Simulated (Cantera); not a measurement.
Feed: 1 mol PbCl2, 0.085 mol HCl, 12 mol H2, equilibrated at 725 K and 7.50 Torr.

Equilibrium computed with Cantera from the NASA thermochemical tables; the gas is ideal and each condensed phase is pure. Candidate condensed phases: Pb, PbCl2; 10 gas species. The tables' values for PbCl4 are old estimates; treat these amounts as uncertain. Rates play no part.

Problem. What is the equilibrium state?

Solution. 
| Property | Value |
|---|---|
| x(H2) | 0.897 |
| x(HCl) | 0.0810 |
| x(PbCl4) | 0.0187 |
| x(PbCl2) | 0.00318 |
| x(PbCl) | 7.25e-5 |
| n(Pb(l)) | 0.718 mol |
| gas amount | 12.85 mol |
